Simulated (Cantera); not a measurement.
Feed: 1 mol Fe3O4, 0.6 mol HCl, 1.7 mol O2, at 250000 Pa.

These are equilibrium values from Cantera (NASA tables, ideal gas, pure condensed phases), not measurements of a reactor. Candidate condensed phases: Fe, FeCl2, FeCl3, FeO, Fe(OH)2, Fe(OH)3, Fe2O3, Fe3O4, H2O; 22 gas species. Condensed phases not in the tables: FeOCl. Kinetics and transport are ignored.

x: gas mole fraction; n: condensed amount in mol.

```json
[
 {"T (K)": "725", "x O2": "0.688", "x HCl": "0.0512", "x H2O": "0.130", "x Cl2": "0.130", "x FeCl3": "1.92e-7", "x Cl": "3.13e-7", "x FeCl2": "7.67e-12", "n Fe2O3(s)": "1.50"},
 {"T (K)": "825", "x O2": "0.691", "x HCl": "…", "x H2O": "…", "x Cl2": "…", "x FeCl3": "…", "x Cl": "…", "x FeCl2": "…", "n Fe2O3(s)": "1.50"},
 {"T (K)": "925", "x O2": "0.693", "x HCl": "0.110", "x H2O": "0.0983", "x Cl2": "0.0983", "x FeCl3": "2.75e-5", "x Cl": "2.29e-5", "x FeCl2": "6.73e-8", "n Fe2O3(s)": "1.50"},
 {"T (K)": "1025", "x O2": "0.695", "x HCl": "0.137", "x H2O": "0.0840", "x Cl2": "0.0837", "x FeCl3": "0.000138", "x Cl": "0.000102", "x FeCl2": "1.48e-6", "n Fe2O3(s)": "1.50"},
 {"T (K)": "1125", "x O2": "0.697", "x HCl": "0.159", "x H2O": "0.0720", "x Cl2": "0.0711", "x FeCl3": "0.000481", "x Cl": "0.000346", "x FeCl2": "1.77e-5", "n Fe2O3(s)": "1.50"},
 {"T (K)": "1225", "x O2": "0.699", "x HCl": "0.176", "x H2O": "…", "x Cl2": "…", "x FeCl3": "…", "x Cl": "…", "x FeCl2": "…", "n Fe2O3(s)": "1.50"},
 {"T (K)": "1325", "x O2": "0.700", "x HCl": "0.189", "x H2O": "0.0557", "x Cl2": "0.0497", "x FeCl3": "0.00272", "x Cl": "0.00218", "x FeCl2": "0.000710", "n Fe2O3(s)": "1.50"}
]
```

Task: Fill in the missing entries.

Result: 
- 1225, x H2O: 0.0626
- 1225, x Cl2: 0.0600
- 1225, x FeCl3: 0.00128
- 1225, x Cl: 0.000946
- 1225, x FeCl2: 0.000135
- 825, x HCl: 0.0808
- 825, x H2O: 0.114
- 825, x Cl2: 0.114
- 825, x FeCl3: 3.32e-6
- 825, x Cl: 3.51e-6
- 825, x FeCl2: 1.32e-9
